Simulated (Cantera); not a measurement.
Cantera with NASA thermochemical tables; ideal gases at 1 bar, condensed phases pure. Values are per mole of reaction as written; species without (g) are pure solids or liquids, kept so even where they would boil at 1 bar.

H2S(g) + 2 Na = Na2S + H2(g), with ΔH° = -345.6 kJ and ΔS° = -81.3 J/K at 300 K.

Task: How far is the shortcut ΔG° ≈ ΔH°(300 K) − T·ΔS°(300 K) from the full temperature-dependent value at 650, 700, 750, 800, 850, 900, 950, 1000 K?

Result: 
```csv
T (K),shortcut (kJ),full (kJ),difference (kJ),difference in log10 K,condensed phases
650,-292.7,-291.4,-1.3,0.11,"Na(l), Na2S(s)"
700,-288.6,-287.3,-1.3,0.10,"Na(l), Na2S(s)"
750,-284.6,-283.3,-1.3,0.09,"Na(l), Na2S(s)"
800,-280.5,-279.4,-1.1,0.07,"Na(l), Na2S(s)"
850,-276.4,-275.5,-1.0,0.06,"Na(l), Na2S(s)"
900,-272.4,-271.7,-0.7,0.04,"Na(l), Na2S(s)"
950,-268.3,-267.9,-0.4,0.02,"Na(l), Na2S(s)"
1000,-264.2,-264.2,-0.1,0.00,"Na(l), Na2S(s)"
```
The shortcut ignores heat capacities and the phase changes listed.
